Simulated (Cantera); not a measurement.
Input: 1 mol CH3F, 0.013 mol F2, 1.5 mol H2, held at 920 Pa.

Method: chemical equilibrium by Gibbs-energy minimisation in Cantera with the NASA 1993 tables (ideal gas, pure condensed phases). Candidate condensed phases: C, C6H6, C7H8, C8H18; 95 gas species. The numbers say what is thermodynamically allowed, not how fast it happens.

Question: Which condensed phases are stable at each of these points (T (K)): 1773, 1973, 2173, 2373, 2573, 2773, 2973, 3173, 3373, 3573?

Answer: 
| T (K) | condensed phases | C condensed (%) |
|---|---|---|
| 1773 | C(graphite) | 99.9 |
| 1973 | C(graphite) | 99.7 |
| 2173 | C(graphite) | 98.9 |
| 2373 | C(graphite) | 97.2 |
| 2573 | C(graphite) | 93.7 |
| 2773 | C(graphite) | 85.6 |
| 2973 | C(graphite) | 36.8 |
| 3173 | gas only | 0.0 |
| 3373 | gas only | 0.0 |
| 3573 | gas only | 0.0 |

From 1773 K to 2973 K the condensed part is C(graphite). From 3173 K to 3573 K nothing is condensed.
